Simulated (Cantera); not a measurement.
An isothermal, constant-pressure homogeneous reactor starts with 14.9 % C₂H₄, 83.6 % H₂, 1.49 % H₂O, at 1225 K and 158 Torr.

Computed with Cantera and GRI-Mech 3.0 (53 species, 325 reactions). GRI-Mech 3.0 was tuned for natural gas; its chemistry of ethylene as a main component is partial and can be far from experiment. GRI-Mech 3.0 stops at C3 and has no aromatics, soot or wall deposition, so with more carbon than oxygen in the feed, carbon stays in small species such as C2H2 where larger ones or solid carbon would form.

x: mole fraction; the columns are a selection and need not sum to one.

| t (s) | x C₂H₄ | x H₂ | x CH₄ | x H | x CH₃ | x C₂H₆ |
|---|---|---|---|---|---|---|
| 3.00e-5 | 0.149 | 0.836 | <1e-12 | 6.06e-11 | <1e-12 | 1.62e-11 |
| 7.27e-5 | 0.149 | 0.836 | <1e-12 | 1.48e-10 | <1e-12 | 9.24e-11 |
| 0.000176 | 0.149 | 0.836 | <1e-12 | 3.59e-10 | <1e-12 | 5.34e-10 |
| 0.000428 | 0.149 | 0.836 | 1.22e-12 | 8.72e-10 | <1e-12 | 3.13e-9 |
| 0.00104 | 0.149 | 0.836 | 1.78e-11 | 2.12e-9 | <1e-12 | 1.83e-8 |
| 0.00251 | 0.149 | 0.836 | 2.60e-10 | 5.24e-9 | 4.36e-12 | 1.08e-7 |
| 0.00609 | 0.149 | 0.836 | ? | ? | 2.73e-11 | ? |
| 0.0148 | 0.149 | 0.836 | 6.91e-8 | 5.73e-8 | 2.33e-10 | 5.21e-6 |
| 0.0358 | 0.149 | 0.836 | 5.06e-6 | 9.55e-7 | 1.43e-8 | 0.000117 |
| 0.0868 | 0.141 | 0.835 | ? | 7.95e-6 | ? | 0.00205 |
| 0.211 | 0.118 | 0.833 | 0.00983 | 8.41e-6 | 2.77e-6 | 0.00217 |
| 0.510 | 0.0912 | 0.828 | 0.0240 | 7.40e-6 | 4.65e-6 | 0.00166 |
| 1.24 | 0.0721 | 0.818 | 0.0439 | 6.06e-6 | 6.55e-6 | 0.00129 |
| 3.00 | 0.0627 | 0.802 | 0.0716 | 4.71e-6 | 8.24e-6 | 0.00111 |

Question: Fill in the missing entries.

Answer: 
- 0.00609, x CH₄: 3.87e-9
- 0.00609, x H: 1.40e-8
- 0.00609, x C₂H₆: 6.67e-7
- 0.0868, x CH₄: 0.00149
- 0.0868, x CH₃: 1.13e-6
